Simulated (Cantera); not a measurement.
A closed system holds: 1 mol MgO, 1.4 mol HCl, 0.56 mol N₂, at 1550 K and 690 Pa.

Equilibrium computed with Cantera from the NASA thermochemical tables; the gas is ideal and each condensed phase is pure. Candidate condensed phases: H₂O, Mg, MgCl₂, MgO, Mg(OH)₂, NH₄Cl; 38 gas species. Rates play no part.

Base state: HCl 0.601, N₂ 0.285, MgCl₂ 0.0539, H₂O 0.0539, Cl 0.00403, H₂ 0.00204, Cl₂ 1.71e-5, H 1.71e-5 (mole fractions); condensed: MgO(s).

Task: What changes in the equilibrium state with this change: temperature from 1550 K to 1000 K?

Result: 
| species | before | after |
|---|---|---|
| HCl | 0.601 | 0.708 |
| N₂ | 0.285 | 0.286 |
| MgCl₂ | 0.0539 | 0.00306 |
| H₂O | 0.0539 | 0.00306 |
| H | 1.71e-5 | <1e-9 |
| OH | 1.52e-5 | <1e-9 |
| MgO(s), mol | 0.894 | 0.994 |

Task: What changes in the equilibrium state with this change: temperature from 1550 K to 1048.15 K?

Result: 
```json
[
 {"species": "HCl", "before": "0.601", "after": "0.705"},
 {"species": "N₂", "before": "0.285", "after": "0.286"},
 {"species": "MgCl₂", "before": "0.0539", "after": "0.00454"},
 {"species": "H₂O", "before": "0.0539", "after": "0.00454"},
 {"species": "H", "before": "1.71e-5", "after": "<1e-9"},
 {"species": "OH", "before": "1.52e-5", "after": "<1e-9"},
 {"species": "MgO(s), mol", "before": "0.894", "after": "0.991"}
]
```
